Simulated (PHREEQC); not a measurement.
Model water analysis in mg/kgw, 25 °C, pH 3.82, pe 9.6:

| constituent | mg/kgw |
|---|---|
| Na | 1600 |
| K | 51.8 |
| Ca | 14.5 |
| Mg | 129 |
| Cl | 293 |
| S(6) as SO4 | 4220 |
| Fe(3) | 230 |
| N(5) as NO3 | 1.66 |

Valence states are taken as typed.

Model: ion-association model, phreeqc.dat, run in PHREEQC.

Each row changes one thing in this solution. No solid was allowed to form.

```json
[
 {"case": "as made", "ionic strength (mol/kgw)": "0.122", "Na+ (mol/kgw)": "0.0656", "SO4-2 (mol/kgw)": "0.0349", "NaSO4- (mol/kgw)": "0.00399", "MgSO4 (mol/kgw)": "0.00275", "Mg+2 (mol/kgw)": "0.00256", "SI of Fe(OH)3(a) (Fe(OH)3)": "+1.40", "SI of Gypsum (CaSO4:2H2O)": "-1.46"},
 {"case": "Fe(3) from 230 to 690 mg/kgw", "ionic strength (mol/kgw)": "0.147", "Na+ (mol/kgw)": "0.0659", "SO4-2 (mol/kgw)": "0.0342", "NaSO4- (mol/kgw)": "0.00368", "MgSO4 (mol/kgw)": "0.00256", "Mg+2 (mol/kgw)": "0.00274", "SI of Fe(OH)3(a) (Fe(OH)3)": "+1.67", "SI of Gypsum (CaSO4:2H2O)": "-1.49"},
 {"case": "all concentrations times 3 at the same typed pH", "ionic strength (mol/kgw)": "0.350", "Na+ (mol/kgw)": "0.188", "SO4-2 (mol/kgw)": "0.0942", "NaSO4- (mol/kgw)": "0.0213", "MgSO4 (mol/kgw)": "0.00949", "Mg+2 (mol/kgw)": "0.00642", "SI of Fe(OH)3(a) (Fe(OH)3)": "+1.49", "SI of Gypsum (CaSO4:2H2O)": "-0.90"}
]
```

Complexes and solids missing from the database can't appear. Some of these states are supersaturated (in Jarosite-K, Fe(OH)3(a), for instance).
